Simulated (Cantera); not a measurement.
Gas mixture: N2 = 0.8 (molar parts), at 160 Pa, frozen composition.

Cantera's kinetic-theory transport with the Lennard-Jones parameters of GRI-Mech 3.0, ideal gas; thermal conductivity in the multicomponent form.

D: mixture-averaged diffusion coefficient of that species in the mixture.

```json
[
 {"T (K)": "400", "ρ (kg/m³)": "0.00135", "cp (J/kg/K)": "1047", "μ (µPa s)": "22.3", "λ (mW/m/K)": "32.9", "Pr": "0.710", "D (cm²/s) N2": "43000", "D (cm²/s) NO": "215", "D (cm²/s) NH3": "242"},
 {"T (K)": "650", "ρ (kg/m³)": "0.000829", "cp (J/kg/K)": "1084", "μ (µPa s)": "31.2", "λ (mW/m/K)": "47.9", "Pr": "0.706", "D (cm²/s) N2": "101000", "D (cm²/s) NO": "490", "D (cm²/s) NH3": "586"},
 {"T (K)": "900", "ρ (kg/m³)": "0.000599", "cp (J/kg/K)": "1147", "μ (µPa s)": "38.7", "λ (mW/m/K)": "62.9", "Pr": "0.706", "D (cm²/s) N2": "176000", "D (cm²/s) NO": "846", "D (cm²/s) NH3": "1040"},
 {"T (K)": "1150", "ρ (kg/m³)": "0.000469", "cp (J/kg/K)": "1195", "μ (µPa s)": "…", "λ (mW/m/K)": "…", "Pr": "0.706", "D (cm²/s) N2": "…", "D (cm²/s) NO": "…", "D (cm²/s) NH3": "…"},
 {"T (K)": "1400", "ρ (kg/m³)": "0.000385", "cp (J/kg/K)": "1231", "μ (µPa s)": "51.6", "λ (mW/m/K)": "90.1", "Pr": "0.706", "D (cm²/s) N2": "369000", "D (cm²/s) NO": "1770", "D (cm²/s) NH3": "2210"},
 {"T (K)": "1650", "ρ (kg/m³)": "0.000327", "cp (J/kg/K)": "1258", "μ (µPa s)": "57.4", "λ (mW/m/K)": "102", "Pr": "0.705", "D (cm²/s) N2": "486000", "D (cm²/s) NO": "2320", "D (cm²/s) NH3": "2910"},
 {"T (K)": "1900", "ρ (kg/m³)": "0.000284", "cp (J/kg/K)": "1278", "μ (µPa s)": "62.9", "λ (mW/m/K)": "114", "Pr": "0.705", "D (cm²/s) N2": "614000", "D (cm²/s) NO": "2930", "D (cm²/s) NH3": "3690"},
 {"T (K)": "2150", "ρ (kg/m³)": "0.000251", "cp (J/kg/K)": "1293", "μ (µPa s)": "…", "λ (mW/m/K)": "…", "Pr": "0.705", "D (cm²/s) N2": "…", "D (cm²/s) NO": "…", "D (cm²/s) NH3": "…"}
]
```

Q: Fill in the missing entries.

A: 
- 1150, μ (µPa s): 45.5
- 1150, λ (mW/m/K): 77.0
- 1150, D (cm²/s) N2: 266000
- 1150, D (cm²/s) NO: 1270
- 1150, D (cm²/s) NH3: 1580
- 2150, μ (µPa s): 68.2
- 2150, λ (mW/m/K): 125
- 2150, D (cm²/s) N2: 755000
- 2150, D (cm²/s) NO: 3600
- 2150, D (cm²/s) NH3: 4540
